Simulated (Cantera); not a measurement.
# HCl + O2 + H2 (abatement and gas-phase synthesis)

Input: 1 mol HCl, 0.082 mol O2, a varied amount of H2, held at 2173.15 K and 1.00 bar.

These are equilibrium values from Cantera (NASA tables, ideal gas, pure condensed phases), not measurements of a reactor. Candidate condensed phases: H2O; 14 gas species. Kinetics and transport are ignored.

From 0.08 mol H2 to 0.6 mol H2 nothing is condensed.

```tsv
n(H2) (mol)	log p HCl	log p H2	log p H2O	log p Cl	log p O2
0.08	-0.11	-3.00	-0.94	-1.06	-1.90
0.13	-0.09	-2.53	-0.87	-1.28	-2.71
0.17	-0.09	-1.78	-0.86	-1.65	-4.20
0.22	-0.10	-1.29	-0.88	-1.91	-5.21
0.27	-0.11	-1.06	-0.89	-2.03	-5.70
0.32	-0.13	-0.92	-0.91	-2.12	-6.01
0.37	-0.14	-0.82	-0.92	-2.19	-6.25
0.41	-0.15	-0.75	-0.94	-2.23	-6.40
0.46	-0.17	-0.69	-0.95	-2.28	-6.55
0.51	-0.18	-0.64	-0.97	-2.32	-6.69
0.56	-0.20	-0.60	-0.98	-2.35	-6.80
0.6	-0.21	-0.56	-0.99	-2.38	-6.89
```
log p: log10 of the partial pressure in bar; nothing condenses.
